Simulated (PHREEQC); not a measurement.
A solution holds 19 mmol/kgw HCl, 1.3 mmol/kgw AlCl3 and 0.48 mmol/kgw MnSO4, at 20 °C and 100 atm. Closed to the air; pH follows from the charge balance.

The numbers come from PHREEQC with the ion-association model, phreeqc.dat.

| quantity | before | after |
|---|---|---|
| pH | 1.78 | 1.78 |
| ionic strength (mol/kgw) | 0.0276 | 0.0229 |
| Mn+2 (mol/kgw) | 0.000452 | 0.000452 |
| SO4-2 (mol/kgw) | 0.000194 | 0.000250 |
| HSO4- (mol/kgw) | 0.000160 | 0.000215 |
| MnCl+ (mol/kgw) | 2.37e-5 | 2.25e-5 |

Q: What was changed between the two runs?
A. diluted 100-fold with water
B. HCl left out
C. AlCl3 replaced by CdCl2 at the same molality
D. diluted 5-fold with water
E. diluted 10-fold with water

A: C, AlCl3 replaced by CdCl2 at the same molality

Precipitation was switched off in this run. Under pressure, the constants of complexes without a molar volume in the database are unreliable.
